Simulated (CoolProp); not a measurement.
Saturation properties of ethane.

Model: reference Helmholtz-energy equation of state, Bücker 2006, in CoolProp.

```
T (°C)  p (MPa)  enthalpy of vaporisation (kJ/kg)  surface tension (mN/m)  liquid viscosity (µPa s)  vapour viscosity (µPa s)
------  -------  --------------------------------  ----------------------  ------------------------  ------------------------
-94.45  0.07297                             497.0                    17.1                       179                      5.70
-88.65   0.1010                             489.5                    16.2                       166                      5.88
-82.85   0.1366                             481.7                    15.3                       155                      6.07
-77.05   0.1814                             473.6                    14.4                       145                      6.26
-71.35   0.2355                             465.2                    13.5                       135                      6.45
-65.55   0.3023                             456.3                    12.6                       127                      6.65
-59.75   0.3825                             446.8                    11.7                       119                      6.85
-53.95   0.4777                             436.9                    10.8                       111                      7.06
```

It boils at -88.6 °C under 1 atm.

Viscosity comes from a separate model (Friend 1991). Surface tension comes from a separate correlation (Mulero 2012).
